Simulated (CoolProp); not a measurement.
Vapour-liquid equilibrium of n-pentane (1) + acetone (2) at 302.2 K; x and y are mole fractions of (1).

Model: multi-fluid Helmholtz-energy mixture model, Thol 2019 and Lemmon 2006; pair parameters Bell 2016, in CoolProp.

| x | bubble pressure, mixture model (bar) | bubble pressure, Raoult's law (bar) | y, mixture model | y, Raoult's law |
|---|---|---|---|---|
| 0.05 | 0.5163 | 0.3863 | 0.320 | 0.103 |
| 0.125 | 0.6682 | 0.4184 | 0.502 | 0.237 |
| 0.2 | 0.7596 | 0.4504 | 0.581 | 0.352 |
| 0.275 | 0.8139 | 0.4825 | 0.624 | 0.452 |
| 0.35 | 0.8460 | 0.5146 | 0.650 | 0.539 |
| 0.425 | ___ | 0.5467 | 0.668 | 0.616 |
| 0.5 | 0.8777 | 0.5787 | 0.682 | 0.685 |
| 0.575 | 0.8864 | 0.6108 | ___ | 0.746 |
| 0.65 | 0.8925 | 0.6429 | 0.711 | 0.801 |
| 0.725 | ___ | 0.6750 | 0.732 | 0.851 |
| 0.8 | 0.8929 | 0.7071 | ___ | 0.897 |
| 0.875 | ___ | 0.7391 | 0.815 | 0.938 |
| 0.95 | 0.8404 | 0.7712 | ___ | 0.976 |

### Question
What belongs in the gaps?

### Answer

- 0.425, bubble pressure, mixture model (bar): 0.8653
- 0.575, y, mixture model: 0.696
- 0.725, bubble pressure, mixture model (bar): 0.8957
- 0.8, y, mixture model: 0.764
- 0.875, bubble pressure, mixture model (bar): 0.8783
- 0.95, y, mixture model: 0.902

The largest gap from Raoult's law is +68.7 % in bubble pressure, at x = 0.275. y crosses x between x = 0.725 and 0.8: the model has an azeotrope there.

Pair parameters are fitted to limited data, so mixtures are less certain than the pure fluids. With so large a gap from Raoult's law the liquid may split in two, which this calculation doesn't test in full.
